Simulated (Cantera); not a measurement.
## Adiabatic ignition

An adiabatic, constant-volume homogeneous reactor starts with 13.6 % CH4, 18.1 % O2, 68.3 % N2, at 1600 K and 390 Torr.

Detailed kinetics in Cantera: GRI-Mech 3.0 (53 species, 325 reactions).

```tsv
t (s)	T (K)	P (bar)	x CH4	x O2	x HO2	x NO	x C2H4	x N2O
8.00e-6	1600	0.520	0.136	0.181	1.24e-6	<1e-12	6.12e-11	3.35e-12
1.67e-5	1600	0.520	0.136	0.181	2.47e-6	<1e-12	7.99e-10	1.23e-11
3.49e-5	1600	0.520	0.136	0.181	4.68e-6	<1e-12	9.76e-9	4.65e-11
7.28e-5	1600	0.520	0.136	0.181	7.81e-6	<1e-12	1.26e-7	1.70e-10
0.000152	1600	0.520	0.136	0.181	1.02e-5	<1e-12	1.89e-6	5.39e-10
0.000317	1601	0.520	0.135	0.181	1.56e-5	2.16e-12	3.24e-5	1.56e-9
0.000663	1634	0.532	0.127	0.175	8.33e-5	4.15e-11	0.000793	9.15e-9
0.00138	2889	1.06	<1e-12	0.00331	1.86e-6	0.00278	<1e-12	1.97e-7
0.00289	2884	1.06	<1e-12	0.00313	1.76e-6	0.00435	<1e-12	2.22e-7
0.00603	2884	1.06	<1e-12	0.00312	1.76e-6	0.00441	<1e-12	2.23e-7
0.0126	2884	1.06	<1e-12	0.00312	1.76e-6	0.00441	<1e-12	2.23e-7
0.0263	2884	1.06	<1e-12	0.00312	1.76e-6	0.00441	<1e-12	2.23e-7
0.0549	2884	1.06	<1e-12	0.00312	1.76e-6	0.00441	<1e-12	2.23e-7
0.115	2884	1.06	<1e-12	0.00312	1.76e-6	0.00441	<1e-12	2.23e-7
0.239	2884	1.06	<1e-12	0.00312	1.76e-6	0.00441	<1e-12	2.23e-7
0.500	2884	1.06	<1e-12	0.00312	1.76e-6	0.00441	<1e-12	2.23e-7
```
x: mole fraction; the columns are a selection and need not sum to one.

```
Item                                                                 Value
---------------------------------  ---------------------------------------
time of steepest temperature rise                                 0.849 ms
temperature at 0.500 s                                              2884 K
equilibrium temperature                                             2884 K
x(CH4) at 0.500 s                    <1e-12 (gas-phase equilibrium <1e-12)
x(O2) at 0.500 s                   0.00312 (gas-phase equilibrium 0.00312)
x(HO2) at 0.500 s                  1.76e-6 (gas-phase equilibrium 1.76e-6)
```
